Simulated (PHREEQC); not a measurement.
A solution holds 0.61 mol/kgw LiBr, 0.61 mol/kgw SrCl2 and 1.3 mol/kgw KBr, at 15 °C. It is in equilibrium with CO2 at log p = -3.4 (atm). Otherwise closed; pH follows from the charge balance.

The numbers come from PHREEQC with the Pitzer model, pitzer.dat.

Precipitation was switched off in this run.

Question: What pH, osmotic coefficient, density does the model give?

Answer: pH 5.17; osmotic coefficient 1.119; density 1.209 g/cm³.

Question: In which forms is C present?

Answer: CO2 83 %, HCO3- 17 % of the C.

Species that the database lacks are ignored. In brines, pH and single-ion activities rest on the MacInnes convention.
